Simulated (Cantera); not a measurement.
An isothermal, constant-pressure homogeneous reactor starts with CH₄ : CO₂ : H₂ = 1 : 3.2 : 0.063 (molar parts), at 1750 K and 1050 Torr. Integrator tolerance rtol = 1e-08.

Cantera simulation using GRI-Mech 3.0 (53 species, 325 reactions); the numbers are that mechanism's predictions, not measurements.

**Question.** What does this change do: temperature 1750 to 1475 K?

**Answer.** 
| quantity | before | after |
|---|---|---|
| x(CH₄) at 2.00 s | 4.30e-7 (gas-phase equilibrium 5.77e-9) | 0.0384 (gas-phase equilibrium 1.59e-7) |
| x(CO₂) at 2.00 s | 0.170 (gas-phase equilibrium 0.170) | 0.404 (gas-phase equilibrium 0.189) |
| x(H₂) at 2.00 s | 0.148 (gas-phase equilibrium 0.148) | 0.0567 (gas-phase equilibrium 0.167) |
| x(C₂H₄) at 2.00 s | 2.87e-11 (gas-phase equilibrium <1e-12) | 0.00211 (gas-phase equilibrium <1e-12) |
| x(HO₂) at 2.00 s | <1e-12 (gas-phase equilibrium <1e-12) | <1e-12 (gas-phase equilibrium <1e-12) |
| x(CO) at 2.00 s | 0.501 (gas-phase equilibrium 0.501) | 0.237 (gas-phase equilibrium 0.482) |
| x(C₂H₂) at 2.00 s | 4.18e-9 (gas-phase equilibrium <1e-12) | 0.0655 (gas-phase equilibrium 2.22e-12) |
